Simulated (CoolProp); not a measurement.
The fluid at 293.15 K and 12.5 MPa is throttled through a valve to 1.64 MPa with no heat exchange. The same conditions are run with several fluids, on thermodynamics alone (safety and materials aside).

Model: reference Helmholtz-energy equation of state of each fluid (hydrogen chloride: Thol 2018; R113: Marx 1992; isobutane: Bücker 2006; cis-2-butene: Lemmon 2005; R11: Jacobsen 1992), in CoolProp.

```csv
fluid,temperature change (K),final phase,final density (kg/m³)
hydrogen chloride,-36.5,"two-phase, vapour fraction 0.198",152
R113,+4.4,liquid,1570
isobutane,[?],liquid,[?]
cis-2-butene,+3.8,liquid,619
R11,[?],liquid,1480
```

**Question.** What belongs in the gaps?

**Answer.** 
- isobutane, temperature change (K): +3.4
- isobutane, final density (kg/m³): 555
- R11, temperature change (K): +4.7
